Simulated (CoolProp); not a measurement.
Values from CoolProp's reference Helmholtz-energy equation of state, Lemmon 2006. It is a short technical equation, of lower accuracy than the large ones.

**Question.** For CH3F (R41), give the phase and the Z, cp (kJ/(kg K)), cv (kJ/(kg K)), fugacity coefficient at 272.9 K and 8630 kPa; 289.8 K and 8630 kPa.

**Answer.** 
- 272.9 K and 8630 kPa: liquid; Z 0.182, cp 2.35, cv 1.20, fugacity coefficient 0.211
- 289.8 K and 8630 kPa: liquid; Z 0.185, cp 2.57, cv 1.20, fugacity coefficient 0.298
